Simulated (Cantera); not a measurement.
# Transport properties of process gases

Gas mixture: 40.3 % H2O, 42.1 % NH3, 17.6 % N2, at 2.80 bar, frozen composition.

Cantera's kinetic-theory transport with the Lennard-Jones parameters of GRI-Mech 3.0, ideal gas; thermal conductivity in the mixture-averaged form. Polar gases are described roughly by these parameters.

```json
[
 {"T (K)": "400", "ρ (kg/m³)": "1.63", "cp (J/kg/K)": "1820", "μ (µPa s)": "15.5", "λ (mW/m/K)": "39.1", "Pr": "0.721", "D (cm²/s) OH": "0.216", "D (cm²/s) CO2": "0.101", "D (cm²/s) CH4": "0.141"},
 {"T (K)": "500", "ρ (kg/m³)": "1.30", "cp (J/kg/K)": "1916", "μ (µPa s)": "19.2", "λ (mW/m/K)": "51.0", "Pr": "0.722", "D (cm²/s) OH": "0.322", "D (cm²/s) CO2": "0.156", "D (cm²/s) CH4": "0.214"},
 {"T (K)": "600", "ρ (kg/m³)": "1.09", "cp (J/kg/K)": "2015", "μ (µPa s)": "22.9", "λ (mW/m/K)": "63.7", "Pr": "0.724", "D (cm²/s) OH": "0.445", "D (cm²/s) CO2": "0.220", "D (cm²/s) CH4": "0.299"},
 {"T (K)": "700", "ρ (kg/m³)": "0.931", "cp (J/kg/K)": "2113", "μ (µPa s)": "26.4", "λ (mW/m/K)": "77.0", "Pr": "0.725", "D (cm²/s) OH": "0.582", "D (cm²/s) CO2": "0.292", "D (cm²/s) CH4": "0.394"},
 {"T (K)": "800", "ρ (kg/m³)": "0.815", "cp (J/kg/K)": "2206", "μ (µPa s)": "29.8", "λ (mW/m/K)": "90.8", "Pr": "0.725", "D (cm²/s) OH": "0.733", "D (cm²/s) CO2": "0.373", "D (cm²/s) CH4": "0.500"},
 {"T (K)": "900", "ρ (kg/m³)": "0.724", "cp (J/kg/K)": "2296", "μ (µPa s)": "33.2", "λ (mW/m/K)": "105", "Pr": "0.726", "D (cm²/s) OH": "0.897", "D (cm²/s) CO2": "0.460", "D (cm²/s) CH4": "0.615"}
]
```
D: mixture-averaged diffusion coefficient of that species in the mixture.
